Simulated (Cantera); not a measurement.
A closed system holds: 1 mol SiCl4, 0.051 mol C3H8, a varied amount of H2, equilibrated at 1923 K and 0.0133 bar.

These are equilibrium values from Cantera (NASA tables, ideal gas, pure condensed phases), not measurements of a reactor. Candidate condensed phases: C, C6H6, C7H8, C8H18, Si, SiC; 109 gas species. Mutual solubility and eutectic melting of coexisting phases are not modelled. The tables' values for SiCl, SiCl3 are old estimates; treat these amounts as uncertain. Gases not in the tables: Si2H6 and higher silanes. Rates play no part.

log p: log10 of the partial pressure in bar; n: condensed amount in mol.

| n(H2) (mol) | log p H2 | log p HCl | log p SiCl2 | log p H | log p Si | n Si(l) | n SiC(s) |
|---|---|---|---|---|---|---|---|
| 25 | -1.94 | -2.91 | -3.46 | -3.99 | -4.77 | 0.0758 | 0.152 |
| 36 | -1.92 | [?] | [?] | -3.99 | -4.77 | [?] | 0.152 |
| 53 | -1.91 | -3.14 | -3.95 | -3.98 | -4.77 | 0.276 | 0.152 |
| 78 | -1.90 | -3.27 | -4.22 | -3.98 | -4.77 | 0.343 | 0.151 |
| 120 | -1.89 | -3.43 | -4.55 | -3.97 | -4.77 | 0.377 | 0.150 |
| 170 | -1.89 | -3.56 | -4.82 | -3.97 | -4.77 | 0.364 | 0.148 |
| 250 | -1.89 | -3.71 | -5.12 | -3.97 | -4.77 | 0.298 | 0.146 |
| 370 | -1.88 | [?] | [?] | -3.97 | -4.77 | [?] | 0.143 |
| 540 | -1.88 | -4.03 | -5.79 | -3.97 | -4.81 | 0 | 0.139 |

Q: Complete the blanks.

A: 
- 36, log p HCl: -3.02
- 36, log p SiCl2: -3.69
- 36, n Si(l): 0.181
- 370, log p HCl: -3.87
- 370, log p SiCl2: -5.44
- 370, n Si(l): 0.157
